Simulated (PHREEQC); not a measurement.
**Leach liquor: an equilibrium model**

Solution (25 °C): 0.0021 mol HCl, 0.014 mol CuSO4 and 0.077 mol MnSO4 per kg of water. Closed to the air; pH follows from the charge balance.

Model: ion-association model, phreeqc.dat, run in PHREEQC.

Precipitation was switched off in this run.

Task: Predict the pH.

Result: pH 3.17.

Task: In which forms is S present?

Result: SO4-2 54 %, MnSO4 37 %, CuSO4 7.3 %, HSO4- 1.4 % of the S.
